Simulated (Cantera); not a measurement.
**Ignition delay**

Mixture: 11.0 % CH₄, 9.37 % H₂, 16.8 % O₂, 62.8 % N₂, equivalence ratio 1.6, at 248 Torr, adiabatic and at constant volume. Ignition delay is the time to a rise of 400 K.

Detailed kinetics in Cantera: GRI-Mech 3.0 (53 species, 325 reactions).

```
T0 (K)  delay (ms)
------  ----------
1125          6.45
1200          3.22
1275          1.74
1350          1.02
1425         0.635
1500         0.419
1575         0.289
1650         0.205
1725         0.149
```

* **apparent activation energy between 1575 and 1725 K**: 99 kJ/mol
